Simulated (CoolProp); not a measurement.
A simple Rankine cycle with R1336mzz(E): condensing at 317.15 K, boiler at 1.88 MPa, turbine inlet 389 K, turbine efficiency 0.75, pump efficiency 0.6, no recuperator. Each further row changes one setting.

Values from CoolProp's reference Helmholtz-energy equation of state, Akasaka 2023.

| case | thermal efficiency (%) | net work (kJ/kg) | heat in (kJ/kg) | turbine exit temperature (K) | volume ratio over the turbine |
|---|---|---|---|---|---|
| as stated | 9.2 | 15.8 | 172 | 342.1 | 6.69 |
| turbine inlet 409 K | 9.3 | 18.2 | 196 | 366.4 | 6.03 |
| condensing temperature 309.15 K | 10.3 | 18.7 | 182 | 337.4 | 8.64 |
| boiler pressure 1.32 MPa | 7.8 | 14.3 | 184 | 357.6 | 4.05 |
| turbine efficiency 0.65 | 7.8 | 13.5 | 172 | 344.7 | 6.76 |
